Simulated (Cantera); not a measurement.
Input: 1 mol SiO₂, 1.1 mol C, 0.015 mol CO, equilibrated at 1330 Pa.

Method: chemical equilibrium by Gibbs-energy minimisation in Cantera with the NASA 1993 tables (ideal gas, pure condensed phases). Candidate condensed phases: C, Si, SiC, SiO₂; 20 gas species. Equilibrium is a limit: real reactors are often held back by kinetics, nucleation or transport.

x: gas mole fraction; n: condensed amount in mol.

| T (K) | x CO | x SiO | x Si | x Si₂C | n SiC(s) |
|---|---|---|---|---|---|
| 2023 | 0.528 | 0.469 | 0.00242 | 7.30e-5 | 0.0473 |
| 2073 | 0.528 | 0.467 | 0.00477 | 0.000176 | 0.0445 |
| 2123 | 0.528 | 0.462 | 0.00909 | 0.000406 | 0.0393 |
| 2173 | 0.528 | 0.454 | … | … | … |
| 2223 | 0.528 | 0.440 | 0.0298 | 0.00189 | 0.0118 |
| 2273 | 0.528 | 0.429 | 0.0404 | 0.00185 | 0 |
| 2323 | 0.527 | 0.428 | 0.0435 | … | 0 |
| 2373 | 0.527 | 0.427 | 0.0453 | 0.000426 | 0 |
| 2423 | 0.527 | 0.426 | 0.0462 | 0.000194 | 0 |
| 2473 | 0.527 | 0.426 | 0.0466 | 8.83e-5 | 0 |
| 2523 | 0.527 | 0.426 | 0.0469 | 4.10e-5 | 0 |
| 2573 | 0.527 | 0.426 | 0.0470 | 1.95e-5 | 0 |
| 2623 | 0.527 | 0.426 | 0.0471 | 9.51e-6 | 0 |
| 2673 | 0.527 | 0.426 | 0.0471 | 4.75e-6 | 0 |

Fill in the missing entries.


- 2173, x Si: 0.0167
- 2173, x Si₂C: 0.000894
- 2173, n SiC(s): 0.0295
- 2323, x Si₂C: 0.000917
